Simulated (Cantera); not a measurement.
Charge: 1 mol V, 0.79 mol NH3, 7.3 mol H2, at 2450 °C and 2000 Pa.

Cantera equilibrium calculation (NASA polynomials, part measured and part estimated; ideal gas, pure solids and liquids). Candidate condensed phases: V, VN; 11 gas species. Equilibrium is a limit: real reactors are often held back by kinetics, nucleation or transport.

Base state: H2 0.555, H 0.327, V 0.0847, N2 0.0334 (mole fractions); condensed: gas only.

**Question.** What changes in the equilibrium state with this change: temperature from 2450 °C to 2325 °C?

**Answer.** 
```tsv
species	before	after
H2	0.555	0.656
H	0.327	0.218
V	0.0847	0.0902
N2	0.0334	0.0356
```
